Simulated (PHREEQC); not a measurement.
Synthetic water in mg/kgw, 25 °C, pH 4.2, pe 11.7:

```tsv
constituent	mg/kgw
Na	1970
K	266
Ca	107
Mg	160
Cl	943
S(6) as SO4	3860
Li	0.196
Zn	23.6
Mn(2)	8.32
```

Cl is adjusted to close the charge balance.
Valence states are taken as typed.

Model: ion-association model, phreeqc.dat, run in PHREEQC.

Each row changes one thing in this solution. No solid was allowed to form.

| case | ionic strength (mol/kgw) | Na+ (mol/kgw) | SO4-2 (mol/kgw) | K+ (mol/kgw) | NaSO4- (mol/kgw) | Mg+2 (mol/kgw) | SI of Gypsum (CaSO4:2H2O) | SI of Halite (NaCl) |
|---|---|---|---|---|---|---|---|---|
| as made | 0.135 | 0.0814 | 0.0310 | 0.00635 | 0.00425 | 0.00348 | -0.64 | -4.40 |
| temperature from 25 to 70 °C at the same typed pH | 0.128 | 0.0810 | 0.0288 | 0.00607 | 0.00467 | 0.00221 | ___ | -4.45 |
| all concentrations times 2 at the same typed pH | 0.258 | 0.159 | 0.0570 | 0.0124 | ___ | 0.00631 | -0.28 | -3.85 |

### Question
What belongs in the gaps?

### Answer

- temperature from 25 to 70 °C at the same typed pH, SI of Gypsum (CaSO4:2H2O): -0.63
- all concentrations times 2 at the same typed pH, NaSO4- (mol/kgw): 0.0122

Away from 25 °C the constants follow the database's enthalpies or fits; those with neither stay at their 25 °C values.
